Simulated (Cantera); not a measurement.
Input: 1 mol Si, 0.004 mol O2, 4.1 mol H2, at 1350 K and 0.250 bar.

Equilibrium computed with Cantera from the NASA thermochemical tables; the gas is ideal and each condensed phase is pure. Candidate condensed phases: H2O, Si, SiO2; 18 gas species. Mutual solubility and eutectic melting of coexisting phases are not modelled. The tables hold silica as quartz up to 1696 K and as liquid above; real silica turns to tridymite and cristobalite and melts near 1996 K. Rates play no part.

Base state: H2 1.000, SiO 9.87e-5 (mole fractions); condensed: Si(s) + SiO2(β-quartz).

What changes in the equilibrium state with this change: temperature from 1350 K to 1473 K?


```tsv
species	before	after
H2	1.000	0.999
SiO	9.87e-5	0.00126
H	4.77e-6	2.53e-5
Si(s), mol	0.996	0.993
SiO2(β-quartz), mol	0.00380	0.00142
```
